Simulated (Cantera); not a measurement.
# Adiabatic ignition

An adiabatic, constant-pressure homogeneous reactor starts with 23.1 % CH4, 19.2 % O2, 57.7 % N2, equivalence ratio 2.4, at 1025 K and 760 Torr.

Cantera simulation using GRI-Mech 3.0 (53 species, 325 reactions); the numbers are that mechanism's predictions, not measurements.

```tsv
t (s)	T (K)	x CH4	x O2	x OH	x H2	x CH2O	x CO	x C2H2
3.00e-6	1025	0.231	0.192	<1e-12	<1e-12	<1e-12	<1e-12	<1e-12
7.89e-6	1025	0.231	0.192	<1e-12	<1e-12	<1e-12	<1e-12	<1e-12
2.08e-5	1025	0.231	0.192	<1e-12	<1e-12	2.46e-12	<1e-12	<1e-12
5.46e-5	1025	0.231	0.192	<1e-12	2.06e-12	1.72e-11	<1e-12	<1e-12
0.000144	1025	0.231	0.192	<1e-12	9.62e-12	1.21e-10	<1e-12	<1e-12
0.000378	1025	0.231	0.192	1.31e-12	5.83e-11	8.64e-10	<1e-12	<1e-12
0.000994	1025	0.231	0.192	4.18e-12	4.60e-10	6.48e-9	1.51e-12	<1e-12
0.00262	1025	0.231	0.192	1.55e-11	4.79e-9	5.45e-8	3.45e-11	<1e-12
0.00688	1025	0.231	0.192	5.79e-11	5.88e-8	5.29e-7	1.08e-9	<1e-12
0.0181	1025	0.231	0.192	9.85e-11	4.14e-7	3.56e-6	2.96e-8	<1e-12
0.0476	1025	0.231	0.192	1.15e-10	1.64e-6	1.31e-5	3.71e-7	<1e-12
0.125	1025	0.231	0.192	1.68e-10	6.73e-6	4.27e-5	3.63e-6	1.09e-11
0.330	1027	0.230	0.192	4.04e-10	4.24e-5	0.000159	4.19e-5	3.05e-10
0.867	1054	0.225	0.188	8.99e-9	0.00130	0.00140	0.00182	1.26e-7
2.28	1989	1.26e-9	1.19e-8	3.08e-5	0.257	1.77e-8	0.167	<1e-12
6.00	1989	1.24e-9	1.19e-8	3.08e-5	0.257	1.77e-8	0.167	<1e-12
```
x: mole fraction; the columns are a selection and need not sum to one.

```yaml
time_of_steepest_temperature_rise: 0.981 s
temperature at 6.00 s: 1989 K
equilibrium_temperature: 1989 K
x(CH4) at 6.00 s: 1.24e-9 (gas-phase equilibrium 1.45e-9)
x(O2) at 6.00 s: 1.19e-8 (gas-phase equilibrium 1.19e-8)
x(OH) at 6.00 s: 3.08e-5 (gas-phase equilibrium 3.08e-5)
```
